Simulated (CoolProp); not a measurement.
Saturated liquid density (kg/m³) of ethylbenzene: the reference equation beside estimates from Tc = 617.1 K, pc = 36.22 bar, ω = 0.304.

Model: reference Helmholtz-energy equation of state, Zhou 2012, in CoolProp.

| T (K) | reference | Redlich-Kwong | Soave-Redlich-Kwong | Peng-Robinson |
|---|---|---|---|---|
| 345.3 | 820.7 | 701.2 | 724.5 | 816.4 |
| 354.2 | 812.6 | 693.9 | 718.1 | 809.5 |
| 363 | 804.5 | 686.4 | 711.5 | 802.4 |
| 371.9 | 796.2 | 678.7 | 704.6 | 795.0 |
| 380.8 | 787.9 | 670.7 | 697.4 | 787.3 |
| 389.6 | 779.5 | 662.6 | 690.1 | 779.4 |
| 398.5 | 770.9 | 654.2 | 682.4 | 771.1 |
| 407.4 | 762.2 | 645.5 | 674.4 | 762.5 |

Absolute difference from the reference over all 8 rows, mean and median: Redlich-Kwong 14.9 and 14.8 %, Soave-Redlich-Kwong 11.5 and 11.5 %, Peng-Robinson 0.2 and 0.1 %.
